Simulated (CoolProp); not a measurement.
Vapour-liquid equilibrium of propane (1) + R113 (2) at 8.15 °C; x and y are mole fractions of (1).

The numbers come from the multi-fluid Helmholtz-energy mixture model, Lemmon 2009 and Marx 1992; pair parameters Bell 2016 in CoolProp.

```json
[
 {"x": "0.05", "bubble pressure, mixture model (MPa)": "0.05721", "bubble pressure, Raoult's law (MPa)": "0.05112", "y, mixture model": "0.627", "y, Raoult's law": "0.591"},
 {"x": "0.2", "bubble pressure, mixture model (MPa)": "0.1579", "bubble pressure, Raoult's law (MPa)": "0.1384", "y, mixture model": "0.879", "y, Raoult's law": "0.873"},
 {"x": "0.35", "bubble pressure, mixture model (MPa)": "0.2492", "bubble pressure, Raoult's law (MPa)": "0.2257", "y, mixture model": "0.933", "y, Raoult's law": "0.937"},
 {"x": "0.5", "bubble pressure, mixture model (MPa)": "0.3315", "bubble pressure, Raoult's law (MPa)": "0.3130", "y, mixture model": "0.958", "y, Raoult's law": "0.965"},
 {"x": "0.65", "bubble pressure, mixture model (MPa)": "0.4088", "bubble pressure, Raoult's law (MPa)": "0.4002", "y, mixture model": "0.973", "y, Raoult's law": "0.981"},
 {"x": "0.8", "bubble pressure, mixture model (MPa)": "0.4865", "bubble pressure, Raoult's law (MPa)": "0.4875", "y, mixture model": "0.985", "y, Raoult's law": "0.991"},
 {"x": "0.95", "bubble pressure, mixture model (MPa)": "0.5721", "bubble pressure, Raoult's law (MPa)": "0.5748", "y, mixture model": "0.996", "y, Raoult's law": "0.998"}
]
```

The largest gap from Raoult's law is +14.1 % in bubble pressure, at x = 0.2. No azeotrope shows between x = 0.05 and 0.95.

Pair parameters are fitted to limited data, so mixtures are less certain than the pure fluids. The gap from Raoult's law changes sign with composition, which may be real or a fault of the pair parameters; it wasn't checked against measurements.
